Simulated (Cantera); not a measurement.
A perfectly stirred reactor is fed with 7.56 % CH₄, 15.1 % O₂, 56.8 % N₂, 18.9 % H₂O, 1.59 % H₂, at 1.00 bar; it is adiabatic with a 375 K inlet, and is followed from long to short residence time, starting on the burning branch (τ in s: 0.063, 0.035, 0.02, 0.011, 0.006, 0.0034, 0.0019, 0.001, 0.00058, 0.00032, 0.00018, 0.0001).

Cantera simulation using GRI-Mech 3.0 (53 species, 325 reactions); the numbers are that mechanism's predictions, not measurements.

x: mole fraction; the columns are a selection and need not sum to one.

```json
[
 {"τ (s)": "0.063", "T (K)": "1925", "x CH₄": "1.66e-5", "x O₂": "0.00150", "x H₂O": "0.343", "x HCN": "4.66e-7", "x C₂H₄": "9.54e-9", "x CO": "0.00896", "x CH₃": "7.67e-6"},
 {"τ (s)": "0.035", "T (K)": "1915", "x CH₄": "[?]", "x O₂": "[?]", "x H₂O": "0.342", "x HCN": "[?]", "x C₂H₄": "[?]", "x CO": "0.00945", "x CH₃": "[?]"},
 {"τ (s)": "0.020", "T (K)": "1903", "x CH₄": "3.07e-5", "x O₂": "0.00270", "x H₂O": "0.341", "x HCN": "7.31e-7", "x C₂H₄": "2.61e-8", "x CO": "0.0100", "x CH₃": "1.41e-5"},
 {"τ (s)": "0.011", "T (K)": "1887", "x CH₄": "4.39e-5", "x O₂": "0.00357", "x H₂O": "0.339", "x HCN": "9.09e-7", "x C₂H₄": "4.42e-8", "x CO": "0.0108", "x CH₃": "1.95e-5"},
 {"τ (s)": "0.0060", "T (K)": "1867", "x CH₄": "6.47e-5", "x O₂": "0.00466", "x H₂O": "0.337", "x HCN": "1.12e-6", "x C₂H₄": "7.66e-8", "x CO": "0.0118", "x CH₃": "2.74e-5"},
 {"τ (s)": "0.0034", "T (K)": "1844", "x CH₄": "9.58e-5", "x O₂": "0.00591", "x H₂O": "0.334", "x HCN": "1.34e-6", "x C₂H₄": "1.33e-7", "x CO": "0.0129", "x CH₃": "3.81e-5"},
 {"τ (s)": "0.0019", "T (K)": "1818", "x CH₄": "0.000148", "x O₂": "0.00745", "x H₂O": "0.331", "x HCN": "1.60e-6", "x C₂H₄": "2.46e-7", "x CO": "0.0142", "x CH₃": "5.47e-5"},
 {"τ (s)": "0.0010", "T (K)": "1783", "x CH₄": "0.000253", "x O₂": "0.00958", "x H₂O": "0.328", "x HCN": "1.94e-6", "x C₂H₄": "5.38e-7", "x CO": "0.0162", "x CH₃": "8.47e-5"},
 {"τ (s)": "0.00058", "T (K)": "1748", "x CH₄": "0.000426", "x O₂": "0.0120", "x H₂O": "0.325", "x HCN": "2.33e-6", "x C₂H₄": "1.21e-6", "x CO": "0.0187", "x CH₃": "0.000130"},
 {"τ (s)": "0.00032", "T (K)": "1697", "x CH₄": "0.000888", "x O₂": "0.0162", "x H₂O": "0.322", "x HCN": "2.95e-6", "x C₂H₄": "4.20e-6", "x CO": "0.0233", "x CH₃": "0.000236"},
 {"τ (s)": "0.00018", "T (K)": "375", "x CH₄": "0.0756", "x O₂": "0.151", "x H₂O": "0.189", "x HCN": "<1e-12", "x C₂H₄": "<1e-12", "x CO": "<1e-12", "x CH₃": "<1e-12"},
 {"τ (s)": "0.00010", "T (K)": "375", "x CH₄": "0.0756", "x O₂": "0.151", "x H₂O": "0.189", "x HCN": "<1e-12", "x C₂H₄": "<1e-12", "x CO": "<1e-12", "x CH₃": "<1e-12"}
]
```

Question: Complete the blanks.

Answer: 
- 0.035, x CH₄: 2.25e-5
- 0.035, x O₂: 0.00204
- 0.035, x HCN: 5.90e-7
- 0.035, x C₂H₄: 1.60e-8
- 0.035, x CH₃: 1.05e-5
